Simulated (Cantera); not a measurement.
Thermodynamics of silicon etching in halogen gases, feed Si + HBr + N2

Input: 1 mol Si, 2.8 mol HBr, 2.8 mol N2.

Cantera equilibrium calculation (NASA polynomials, part measured and part estimated; ideal gas, pure solids and liquids). Candidate condensed phases: Br2, Si, Si3N4; 28 gas species. N2 is the only nitrogen source here; it is nearly inert below about 1500 K, so the nitride shown seldom forms there in practice. The tables' values for SiBr3 are old estimates. Equilibrium is a limit: real reactors are often held back by kinetics, nucleation or transport.

Q: Map the stable condensed phases over T = 902, 952, 1002, 1052, 1102, 1152, 1202, 1252, 1302 °C and P in Pa = 1, 5.2, 27, 140, 720, 3700, 19000, 100000.

A: 
```
T in °C \ P in Pa
              1    5.2     27    140    720   3700  19000 100000
   1302       A      A      A      B      B      B      B      B
   1252       A      A      B      B      B      B      B      B
   1202       A      A      B      B      B      B      B      B
   1152       A      B      B      B      B      B      B      B
   1102       B      B      B      B      B      B      B      B
   1052       B      B      B      B      B      B      B      B
   1002       B      B      B      B      B      B      B      B
    952       B      B      B      B      B      B      B      B
    902       B      B      B      B      B      B      B      B
```
A: Si; B: Si3N4.
